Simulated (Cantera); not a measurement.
Mixture: CH₄ : O₂ : N₂ = 1 : 2.11 : 7.92 (molar parts), equivalence ratio 0.95, at 130000 Pa, adiabatic and at constant volume. Ignition delay is the time to a rise of 400 K.

Model: GRI-Mech 3.0 (53 species, 325 reactions), integrated in Cantera.

### Question
Predict: delay at 1250 K; delay at 1450 K; delay at 1650 K; delay at 1850 K; apparent activation energy between 1750 and 1950 K.

### Answer
```
Quantity                                                Result
--------------------------------------------------  ----------
delay at 1250 K                                        17.0 ms
delay at 1450 K                                        1.50 ms
delay at 1650 K                                       0.234 ms
delay at 1850 K                                        60.8 µs
apparent activation energy between 1750 and 1950 K  170 kJ/mol
```
